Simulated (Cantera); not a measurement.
Input: 1 mol Si3N4, a varied amount of HCl, at 850 K and 0.0323 Torr.

Cantera equilibrium calculation (NASA polynomials, part measured and part estimated; ideal gas, pure solids and liquids). Candidate condensed phases: NH4Cl, Si, Si3N4; 28 gas species. Equilibrium is a limit: real reactors are often held back by kinetics, nucleation or transport.

Question: Which condensed phases are stable at each of these points (n(HCl) (mol)): 9.1, 15, 20, 25, 31, 36, 42, 47, 53, 58, 63, 69?

Answer: 
```json
[
 {"n(HCl) (mol)": "9.1", "condensed phases": "Si3N4(s)", "Si condensed (%)": "62.5"},
 {"n(HCl) (mol)": "15", "condensed phases": "Si3N4(s)", "Si condensed (%)": "38.1"},
 {"n(HCl) (mol)": "20", "condensed phases": "Si3N4(s)", "Si condensed (%)": "17.5"},
 {"n(HCl) (mol)": "25", "condensed phases": "gas only", "Si condensed (%)": "0.0"},
 {"n(HCl) (mol)": "31", "condensed phases": "gas only", "Si condensed (%)": "0.0"},
 {"n(HCl) (mol)": "36", "condensed phases": "gas only", "Si condensed (%)": "0.0"},
 {"n(HCl) (mol)": "42", "condensed phases": "gas only", "Si condensed (%)": "0.0"},
 {"n(HCl) (mol)": "47", "condensed phases": "gas only", "Si condensed (%)": "0.0"},
 {"n(HCl) (mol)": "53", "condensed phases": "gas only", "Si condensed (%)": "0.0"},
 {"n(HCl) (mol)": "58", "condensed phases": "gas only", "Si condensed (%)": "0.0"},
 {"n(HCl) (mol)": "63", "condensed phases": "gas only", "Si condensed (%)": "0.0"},
 {"n(HCl) (mol)": "69", "condensed phases": "gas only", "Si condensed (%)": "0.0"}
]
```

From 9.1 mol HCl to 20 mol HCl the condensed part is Si3N4(s). From 25 mol HCl to 69 mol HCl nothing is condensed.
